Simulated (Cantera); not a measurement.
Feed: 1 mol AlCl₃, 7 mol N₂O, 16 mol H₂, held at 1248 K and 750 Torr.

Equilibrium computed with Cantera from the NASA thermochemical tables; the gas is ideal and each condensed phase is pure. Candidate condensed phases: Al, AlCl₃, AlN, Al₂O₃, H₂O, NH₄Cl; 45 gas species. Rates play no part.

Base state: H₂ 0.367, N₂ 0.286, H₂O 0.224, HCl 0.122, NH₃ 1.83e-5 (mole fractions); condensed: Al₂O₃(s).

Q: What changes in the equilibrium state with this change: AlCl₃ replaced by Al(CH₃)₃?

A: 
```
species         before    after
-------------  -------  -------
H₂               0.367    0.597
N₂               0.286    0.230
CO                   0   0.0910
H₂O              0.224   0.0747
HCl              0.122        0
CO₂                  0  0.00731
CH₄                  0  4.45e-5
NH₃            1.83e-5  3.41e-5
Al₂O₃(s), mol    0.500    0.500
```
The feed counts by its element totals alone. Further candidate phases: C, C₆H₆, C₇H₈, C₈H₁₈.
